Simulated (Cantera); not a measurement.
Thermodynamics of hydrogen reduction and annealing atmospheres, feed Cu₂O + H₂

A closed system holds: 1 mol Cu₂O, 160 mol H₂, held at 1 atm.

Method: chemical equilibrium by Gibbs-energy minimisation in Cantera with the NASA 1993 tables (ideal gas, pure condensed phases). Candidate condensed phases: Cu, CuO, Cu(OH)₂, Cu₂O, H₂O; 12 gas species. Kinetics and transport are ignored.

```json
[
 {"T (K)": "600", "x H₂": "0.994", "x Cu": "<1e-12", "x H₂O": "0.00625", "x H": "<1e-12", "x Cu₂": "<1e-12", "n Cu(s)": "2.00", "n Cu(l)": "0"},
 {"T (K)": "800", "x H₂": "0.994", "x Cu": "<1e-12", "x H₂O": "0.00625", "x H": "2.87e-12", "x Cu₂": "<1e-12", "n Cu(s)": "2.00", "n Cu(l)": "0"},
 {"T (K)": "1000", "x H₂": "0.994", "x Cu": "1.54e-11", "x H₂O": "0.00625", "x H": "2.25e-9", "x Cu₂": "<1e-12", "n Cu(s)": "2.00", "n Cu(l)": "0"},
 {"T (K)": "1200", "x H₂": "0.994", "x Cu": "1.21e-8", "x H₂O": "0.00625", "x H": "1.95e-7", "x Cu₂": "<1e-12", "n Cu(s)": "2.00", "n Cu(l)": "0"},
 {"T (K)": "1400", "x H₂": "0.994", "x Cu": "1.33e-6", "x H₂O": "0.00625", "x H": "4.82e-6", "x Cu₂": "2.60e-10", "n Cu(s)": "0", "n Cu(l)": "2.00"},
 {"T (K)": "1600", "x H₂": "0.994", "x Cu": "3.92e-5", "x H₂O": "0.00625", "x H": "5.38e-5", "x Cu₂": "2.81e-8", "n Cu(s)": "0", "n Cu(l)": "1.99"},
 {"T (K)": "1800", "x H₂": "0.993", "x Cu": "0.000534", "x H₂O": "0.00625", "x H": "0.000354", "x Cu₂": "1.02e-6", "n Cu(s)": "0", "n Cu(l)": "1.91"},
 {"T (K)": "2000", "x H₂": "0.988", "x Cu": "0.00425", "x H₂O": "0.00622", "x H": "0.00161", "x Cu₂": "1.76e-5", "n Cu(s)": "0", "n Cu(l)": "1.31"},
 {"T (K)": "2200", "x H₂": "0.976", "x Cu": "0.0122", "x H₂O": "0.00615", "x H": "0.00553", "x Cu₂": "4.96e-5", "n Cu(s)": "0", "n Cu(l)": "0"}
]
```
x: gas mole fraction; n: condensed amount in mol.

From 600 K to 1200 K the condensed part is Cu(s). From 1400 K to 2000 K the condensed part is Cu(l). At 2200 K nothing is condensed.
